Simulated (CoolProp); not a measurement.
Properties of n-hexane at several states (Tc = 234.7 °C, pc = 3044 kPa, ω = 0.300).

Model: reference Helmholtz-energy equation of state, Thol 2019, in CoolProp.

| T (°C) | p (kPa) | phase | cv (kJ/(kg K)) | speed of sound (m/s) | conductivity (mW/(m K)) |
|---|---|---|---|---|---|
| 182.05 | 43 | gas | 2.267 | 212.6 | 30.0 |
| 53.45 | 3610 | liquid | ___ | 984.4 | ___ |
| 81.85 | 11.9 | gas | ___ | ___ | ___ |
| 49.65 | 5890 | liquid | 1.851 | 1021 | 116 |
| 314.35 | 635 | gas | ___ | ___ | ___ |

Task: Complete the blanks.

Result: 
- 53.45, cv (kJ/(kg K)): 1.864
- 53.45, conductivity (mW/(m K)): 114
- 81.85, cv (kJ/(kg K)): 1.825
- 81.85, speed of sound (m/s): 189.1
- 81.85, conductivity (mW/(m K)): 19.0
- 314.35, cv (kJ/(kg K)): 2.760
- 314.35, speed of sound (m/s): 232.4
- 314.35, conductivity (mW/(m K)): 47.0

Thermal conductivity comes from a separate model (Assael 2013).
